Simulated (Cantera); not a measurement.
# SiHCl₃ + HCl + H₂ (silicon epitaxy and polysilicon growth)

Input: 1 mol SiHCl₃, a varied amount of HCl, 8.7 mol H₂, at 727 °C and 1.70 bar.

These are equilibrium values from Cantera (NASA tables, ideal gas, pure condensed phases), not measurements of a reactor. Candidate condensed phases: Si; 19 gas species. The tables' values for SiCl₃ are old estimates; treat these amounts as uncertain. Rates play no part.

At 0.32 mol HCl the condensed part is Si(s). From 0.61 mol HCl to 3.5 mol HCl nothing is condensed. The main Si-bearing gas is SiCl₄ throughout.

```
n(HCl) (mol)   x H₂    x HCl  x SiCl₄  x SiHCl₃  n Si(s)
------------  -----  -------  -------  --------  -------
0.32          0.900  0.00845   0.0499    0.0375   0.0788
0.61          0.894  0.00864   0.0538    0.0393        0
0.89          0.889   0.0170   0.0680    0.0250        0
1.2           0.875   0.0334   0.0770    0.0142        0
1.5           0.857   0.0540   0.0801   0.00896        0
1.8           0.837   0.0760   0.0806   0.00625        0
2             0.824   0.0907   0.0802   0.00513        0
2.3           0.804    0.112   0.0793   0.00399        0
2.6           0.785    0.133   0.0780   0.00324        0
2.9           0.767    0.154   0.0766   0.00270        0
3.2           0.750    0.173   0.0752   0.00230        0
3.5           0.733    0.191   0.0737   0.00199        0
```
x: gas mole fraction; n: condensed amount in mol.
